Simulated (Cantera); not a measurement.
Input: 1 mol Fe2O3, 1.2 mol HCl, 44 mol N2, at 0.0133 bar.

Equilibrium computed with Cantera from the NASA thermochemical tables; the gas is ideal and each condensed phase is pure. Candidate condensed phases: Fe, FeCl2, FeCl3, FeO, Fe(OH)2, Fe(OH)3, Fe2O3, Fe3O4, H2O, NH4Cl; 37 gas species. Mutual solubility and eutectic melting of coexisting phases are not modelled. Rates play no part.

Problem. Which condensed phases are stable at each of these points (T (K)): 1150, 1225, 1300, 1375, 1450, 1525, 1600, 1675?

Solution. 
```
T (K)     condensed phases  Fe condensed (%)
-----  -------------------  ----------------
1150              Fe2O3(s)              97.5
1225              Fe2O3(s)              96.0
1300   Fe2O3(s) + Fe3O4(s)              94.7
1375              Fe3O4(s)              93.6
1450              Fe3O4(s)              91.9
1525              Fe3O4(s)              90.1
1600              Fe3O4(s)              88.5
1675              Fe3O4(s)              87.0
```

From 1150 K to 1225 K the condensed part is Fe2O3(s). At 1300 K the condensed part is Fe2O3(s) + Fe3O4(s). From 1375 K to 1675 K the condensed part is Fe3O4(s).
